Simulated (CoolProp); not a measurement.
n-hexane at several states: Z from the reference equation and from simpler models built on Tc = 507.8 K, pc = 3044 kPa, ω = 0.300; each cubic takes its own stable root.

The numbers come from the reference Helmholtz-energy equation of state, Thol 2019 in CoolProp.

| T (K) | p (kPa) | phase | reference |
|---|---|---|---|
| 293.8 | 5610 | liquid | 0.2978 |
| 228.5 | 293 | liquid | 0.01857 |
| 424.9 | 118 | gas | 0.9743 |
| 371 | 5440 | liquid | 0.2559 |
| 490.4 | 2140 | gas | 0.6112 |

Problem. How far does each simpler model (Soave-Redlich-Kwong, Peng-Robinson) lie from the reference over these 5 states: mean and median of the absolute difference, and the worst?

Solution. 
- Soave-Redlich-Kwong: mean 7.4 %, median 10.2 %, worst +12.5 % at 228.5 K and 293 kPa
- Peng-Robinson: mean 1.0 %, median 0.6 %, worst -2.3 % at 371 K and 5440 kPa
